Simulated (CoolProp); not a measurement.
The numbers come from the reference Helmholtz-energy equation of state, Zhou 2011 in CoolProp.

**Question.** For dimethyl carbonate, give the phase and the density (kg/m³), cv (kJ/(kg K)), isothermal compressibility (1/MPa) at 453.9 K and 28 MPa.

**Answer.** 
- 453.9 K and 28 MPa: liquid; density 899, cv 1.62, isothermal compressibility 0.00210
